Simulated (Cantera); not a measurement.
A closed system holds: 1 mol SiH2Cl2, 3.2 mol N2O, a varied amount of N2, held at 1373.15 K and 1000 Pa.

Equilibrium computed with Cantera from the NASA thermochemical tables; the gas is ideal and each condensed phase is pure. Candidate condensed phases: H2O, NH4Cl, Si, SiO2, Si2N2O, Si3N4; 47 gas species. The tables hold silica as quartz up to 1696 K and as liquid above; real silica turns to tridymite and cristobalite and melts near 1996 K. Rates play no part.

x: gas mole fraction; n: condensed amount in mol.

```csv
n(N2) (mol),x N2,x HCl,x O2,x Cl,x H2O,x Cl2,n SiO2(β-quartz)
18,0.889,0.0750,0.0228,___,0.00444,0.000931,1.00
26,0.917,0.0561,0.0171,___,0.00338,0.000590,1.00
36,0.937,0.0425,0.0129,___,0.00263,0.000381,1.00
50,0.953,0.0318,0.00966,___,0.00202,0.000239,1.00
70,0.965,0.0233,0.00708,___,0.00153,0.000145,1.00
98,0.974,0.0169,0.00514,___,0.00116,8.65e-5,1.00
140,0.982,0.0120,0.00364,___,0.000856,4.93e-5,1.00
```

Question: Complete the blanks.

Answer: 
- 18, x Cl: 0.00702
- 26, x Cl: 0.00559
- 36, x Cl: 0.00449
- 50, x Cl: 0.00356
- 70, x Cl: 0.00277
- 98, x Cl: 0.00214
- 140, x Cl: 0.00162
